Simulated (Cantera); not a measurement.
An adiabatic, constant-pressure homogeneous reactor starts with 3.74 % CH4, 20.3 % O2, 76.0 % N2, equivalence ratio 0.37, at 1548 K and 5.00 bar.

Model: GRI-Mech 3.0 (53 species, 325 reactions), integrated in Cantera.

x: mole fraction; the columns are a selection and need not sum to one.

| t (s) | T (K) | x CH4 | x O2 | x CO | x C2H | x CH2O |
|---|---|---|---|---|---|---|
| 3.00e-6 | 1548 | 0.0374 | 0.203 | 2.68e-10 | <1e-12 | [?] |
| 1.08e-5 | 1548 | 0.0374 | 0.203 | 1.49e-8 | <1e-12 | [?] |
| 3.87e-5 | 1548 | 0.0373 | 0.202 | 1.94e-6 | <1e-12 | [?] |
| 0.000139 | 1604 | 0.0283 | 0.194 | 0.00321 | 2.54e-10 | [?] |
| 0.000500 | 2312 | <1e-12 | 0.126 | 0.000582 | <1e-12 | <1e-12 |
| 0.00180 | 2311 | <1e-12 | 0.126 | 0.000580 | <1e-12 | <1e-12 |
| 0.00646 | 2308 | <1e-12 | 0.126 | 0.000571 | <1e-12 | <1e-12 |
| 0.0232 | 2301 | <1e-12 | 0.124 | 0.000549 | <1e-12 | <1e-12 |
| 0.0835 | 2290 | <1e-12 | 0.121 | 0.000520 | <1e-12 | <1e-12 |
| 0.300 | 2288 | <1e-12 | 0.121 | 0.000515 | <1e-12 | <1e-12 |

Problem. Fill in the missing entries.

Solution. 
- 3.00e-6, x CH2O: 9.98e-8
- 1.08e-5, x CH2O: 1.68e-6
- 3.87e-5, x CH2O: 4.27e-5
- 0.000139, x CH2O: 0.00202
